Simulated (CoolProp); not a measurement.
A simple Rankine cycle with dimethyl carbonate: condensing at 301.15 K, boiler at 0.841 MPa, turbine inlet 597.9 K, turbine efficiency 0.85, pump efficiency 0.8, no recuperator. Each further row changes one setting.

Computed with CoolProp (reference Helmholtz-energy equation of state, Zhou 2011).

```json
[
 {"case": "as stated", "thermal efficiency (%)": "21.6", "net work (kJ/kg)": "188", "heat in (kJ/kg)": "867", "turbine exit temperature (K)": "[?]", "volume ratio over the turbine": "84.7"},
 {"case": "condensing temperature 293.15 K", "thermal efficiency (%)": "23.0", "net work (kJ/kg)": "202", "heat in (kJ/kg)": "881", "turbine exit temperature (K)": "[?]", "volume ratio over the turbine": "126"},
 {"case": "boiler pressure 0.589 MPa", "thermal efficiency (%)": "20.2", "net work (kJ/kg)": "[?]", "heat in (kJ/kg)": "870", "turbine exit temperature (K)": "[?]", "volume ratio over the turbine": "[?]"},
 {"case": "turbine efficiency 0.75", "thermal efficiency (%)": "19.1", "net work (kJ/kg)": "[?]", "heat in (kJ/kg)": "867", "turbine exit temperature (K)": "498.8", "volume ratio over the turbine": "87.1"}
]
```

Question: Some entries are withheld; supply them.

Answer: 
- as stated, turbine exit temperature (K): 485.4
- condensing temperature 293.15 K, turbine exit temperature (K): 476.3
- boiler pressure 0.589 MPa, net work (kJ/kg): 176
- boiler pressure 0.589 MPa, turbine exit temperature (K): 494.4
- boiler pressure 0.589 MPa, volume ratio over the turbine: 59.5
- turbine efficiency 0.75, net work (kJ/kg): 165
